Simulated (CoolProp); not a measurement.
Properties of R125 along the isobar 101 kPa.

Values from CoolProp's reference Helmholtz-energy equation of state, Lemmon 2005.

```tsv
T (K)	phase	Joule-Thomson coefficient (K/MPa)	viscosity (µPa s)	conductivity (mW/(m K))
247.1	gas	26.12	10.7	10.3
262.1	gas	21.31	11.4	11.4
277.2	gas	17.64	12.1	12.5
292.3	gas	14.81	12.7	13.6
307.3	gas	12.59	13.4	14.7
322.4	gas	10.81	14.0	15.9
337.5	gas	9.382	14.6	17.0
352.5	gas	8.220	15.2	18.2
367.6	gas	7.254	15.8	19.4
382.7	gas	6.448	16.4	20.7
```

Viscosity comes from a separate model (Huber 2006). Thermal conductivity comes from a separate model (Perkins 2006).
